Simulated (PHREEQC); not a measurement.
Consider water at 25 °C with 30 mmol/kgw K2SO4 and 5.4 mmol/kgw NiSO4. Closed to the air; pH follows from the charge balance.

The numbers come from PHREEQC with the ion-association model, wateq4f.dat.

```json
[
 {"quantity": "pH", "before": "6.54", "after": "6.48"},
 {"quantity": "ionic strength (mol/kgw)", "before": "0.0937", "after": "0.0930"},
 {"quantity": "HSO4- (mol/kgw)", "before": "3.94e-7", "after": "5.00e-7"}
]
```

Task: Name the change that produced these shifts.
(A) NiSO4 left out
(B) temperature from 25 to 60 °C
(C) temperature from 25 to 30 °C
(D) K2SO4 replaced by MnSO4 at the same molality
(E) NiSO4 from 0.0054 to 0.00108 mol/kgw

Result: C, temperature from 25 to 30 °C

No solid was allowed to form.
